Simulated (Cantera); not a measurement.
A perfectly stirred reactor is fed with C2H6 : H2 = 1 : 22 (molar parts), at 0.0290 bar; it is held at 1800 K, and followed from long to short residence time.

Cantera simulation using GRI-Mech 3.0 (53 species, 325 reactions); the numbers are that mechanism's predictions, not measurements. GRI-Mech 3.0 stops at C3 and has no aromatics, soot or wall deposition, so with more carbon than oxygen in the feed, carbon stays in small species such as C2H2 where larger ones or solid carbon would form. Radical loss at walls, strong at low pressure, is not modelled.

Question: Predict: x(C2H6) at τ = 12.0 s; x(H2) at τ = 12.0 s; x(CH3) at τ = 12.0 s; x(CH2) at τ = 12.0 s; x(C2H2) at τ = 12.0 s; x(C2H6) at τ = 44.0 ms; x(H2) at τ = 44.0 ms; x(CH3) at τ = 44.0 ms; x(CH2) at τ = 44.0 ms; x(C2H2) at τ = 44.0 ms.

Answer: 
| Quantity | Result |
|---|---|
| x(C2H6) at τ = 12.0 s | 3.17e-7 |
| x(H2) at τ = 12.0 s | 0.956 |
| x(CH3) at τ = 12.0 s | 0.000137 |
| x(CH2) at τ = 12.0 s | 3.27e-7 |
| x(C2H2) at τ = 12.0 s | 0.0384 |
| x(C2H6) at τ = 44.0 ms | 6.47e-5 |
| x(H2) at τ = 44.0 ms | 0.942 |
| x(CH3) at τ = 44.0 ms | 0.00169 |
| x(CH2) at τ = 44.0 ms | 4.22e-6 |
| x(C2H2) at τ = 44.0 ms | 0.0262 |
